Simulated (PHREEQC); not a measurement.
Dissolve 0.037 mol/kgw K2SO4 at 25 °C. Closed to the air; pH follows from the charge balance.

Equilibrium calculation in PHREEQC: Pitzer model, pitzer.dat.

Each row changes one thing in this solution. This is a speciation only: nothing precipitates in the calculation.

| case | HSO4- (mol/kgw) | SI of Arcanite (K2SO4) |
|---|---|---|
| as made | 1.03e-7 | -2.57 |
| K2SO4 from 0.037 to 0.0333 mol/kgw | … | -2.68 |
| diluted 5-fold with water | … | -4.30 |
| temperature from 25 to 45 °C | 3.06e-7 | -2.79 |
| K2SO4 from 0.037 to 0.0185 mol/kgw | 7.01e-8 | -3.29 |

Task: Fill in the missing entries.

Result: 
- K2SO4 from 0.037 to 0.0333 mol/kgw, HSO4- (mol/kgw): 9.76e-8
- diluted 5-fold with water, HSO4- (mol/kgw): 3.86e-8

At this temperature some constants are extrapolated from 25 °C, and those without enthalpy data are left unchanged.
